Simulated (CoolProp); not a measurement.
Vapour-liquid equilibrium of CH2F2 (R32) (1) + R143a (2) at 0.517 MPa; x and y are mole fractions of (1).

Values from CoolProp's multi-fluid Helmholtz-energy mixture model, Tillner-Roth 1997 and Lemmon and Jacobsen 2000; pair parameters Bell 2016.

| x | bubble temperature, mixture model (K) | bubble temperature, Raoult's law (K) | y, mixture model | y, Raoult's law |
|---|---|---|---|---|
| 0.05 | 266.4 | 267.0 | 0.076 | 0.064 |
| 0.15 | 264.6 | 266.1 | 0.211 | 0.187 |
| 0.25 | 263.2 | 265.2 | 0.326 | 0.303 |
| 0.35 | 262.0 | 264.4 | 0.426 | 0.412 |
| 0.45 | 261.1 | 263.6 | 0.517 | 0.516 |
| 0.55 | 260.4 | 262.9 | 0.601 | 0.614 |
| 0.65 | 259.9 | 262.1 | 0.683 | 0.707 |
| 0.75 | 259.6 | 261.4 | 0.764 | 0.796 |
| 0.85 | 259.5 | 260.7 | 0.851 | 0.880 |
| 0.95 | 259.6 | 260.1 | 0.947 | 0.961 |

The largest gap from Raoult's law is -2.5 K in bubble temperature, at x = 0.45. y crosses x between x = 0.85 and 0.95: the model has an azeotrope there.

Pair parameters are fitted to limited data, so mixtures are less certain than the pure fluids.
